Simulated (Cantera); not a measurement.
Charge: 1 mol Si3N4, 12 mol HCl, 7.7 mol N2, 5 mol NF3, held at 1550 K and 100000 Pa.

Method: chemical equilibrium by Gibbs-energy minimisation in Cantera with the NASA 1993 tables (ideal gas, pure condensed phases). Candidate condensed phases: NH4Cl, Si, Si3N4; 49 gas species. Kinetics and transport are ignored.

Q: What is the equilibrium state?

A: 
```
Property                              Value
--------------------------------  ---------
x(N2)                                 0.422
x(HCl)                                0.311
x(HF)                                 0.104
x(SiF4)                               0.104
x(Cl2)                               0.0434
x(Cl)                                0.0169
x(ClF)                              1.48e-6
gas amount                        28.94 mol
log10 activity of Si(s) (absent)     -19.53
```
